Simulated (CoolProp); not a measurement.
Vapour-liquid equilibrium of n-heptane (1) + n-dodecane (2) at 0.942 kPa; x and y are mole fractions of (1).

Model: multi-fluid Helmholtz-energy mixture model, Span 2003 and Lemmon 2004; pair parameters Bell 2016, in CoolProp.

| x | bubble temperature (°C) | y at the bubble point | dew temperature at overall composition x (°C) | liquid density (mol/L) |
|---|---|---|---|---|
| 0.05 | 47.9 | ? | ? | 4.359 |
| 0.125 | 28.2 | 0.978 | 82.2 | 4.576 |
| 0.2 | 18.5 | ? | 80.5 | 4.758 |
| 0.275 | 12.4 | 0.995 | 78.8 | 4.934 |
| 0.35 | 8.1 | ? | 76.8 | 5.111 |
| 0.425 | 4.8 | 0.998 | 74.7 | 5.292 |
| 0.5 | 2.2 | 0.999 | 72.3 | 5.481 |
| 0.575 | 0.2 | 0.999 | 69.5 | 5.679 |
| 0.65 | -1.6 | 0.999 | 66.3 | 5.887 |
| 0.725 | -3.0 | 1.000 | 62.5 | ? |
| 0.8 | ? | 1.000 | 57.6 | 6.342 |
| 0.875 | -5.6 | 1.000 | 50.6 | 6.593 |
| 0.95 | -6.8 | 1.000 | 38.3 | ? |

Problem. Some entries are withheld; supply them.

Solution. 
- 0.05, y at the bubble point: 0.897
- 0.05, dew temperature at overall composition x (°C): 83.7
- 0.2, y at the bubble point: 0.991
- 0.35, y at the bubble point: 0.997
- 0.725, liquid density (mol/L): 6.108
- 0.8, bubble temperature (°C): -4.4
- 0.95, liquid density (mol/L): 6.862

No azeotrope shows between x = 0.05 and 0.95.

The pair parameters rest on a limited set of measurements; away from them the model extrapolates. The gap from Raoult's law changes sign with composition, which may be real or a fault of the pair parameters; it wasn't checked against measurements.
